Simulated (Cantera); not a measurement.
A freely propagating, adiabatic, planar premixed flame of C2H4 : O2 : N2 : H2O = 1 : 2.31 : 8.68 : 1.1 (molar parts), equivalence ratio 1.3, unburnt at 500 K and 0.133 bar; mixture-averaged transport, grid criteria slope 0.08 and curve 0.16, no radiation.

Detailed kinetics in Cantera: GRI-Mech 3.0 (53 species, 325 reactions). GRI-Mech 3.0 was tuned for natural gas; its chemistry of ethylene as a main component is partial and can be far from experiment. Burning velocities carry a grid error of a few per cent, more on coarse grids.

Question: How do the results move with these cheaper or finer settings: unity-Lewis-number transport; multicomponent transport; multicomponent+Soret transport; grid criteria slope 0.5, curve 1; grid criteria slope 0.25, curve 0.5; grid criteria slope 0.03, curve 0.06?

Answer: 
```
setting                               laminar burning velocity  thermal thickness  peak x(OH)  peak x(CH2CO)  grid points
------------------------------------  ------------------------  -----------------  ----------  -------------  -----------
as above                                              200 cm/s            1.80 mm     0.00909        0.00301          170
unity-Lewis-number transport                          133 cm/s            2.02 mm     0.00932        0.00239          158
multicomponent transport                              201 cm/s            1.83 mm     0.00909        0.00303          170
multicomponent+Soret transport                        199 cm/s            1.81 mm     0.00913        0.00307          170
grid criteria slope 0.5, curve 1                      207 cm/s            2.10 mm     0.00903        0.00284           59
grid criteria slope 0.25, curve 0.5                   201 cm/s            1.91 mm     0.00903        0.00292           83
grid criteria slope 0.03, curve 0.06                  198 cm/s            1.76 mm     0.00907        0.00303          391
```
The base run took around 60 core-seconds (rough).
Unity Lewis numbers drop preferential diffusion, which matters most where H2 and H carry the flame; Soret adds thermal diffusion.
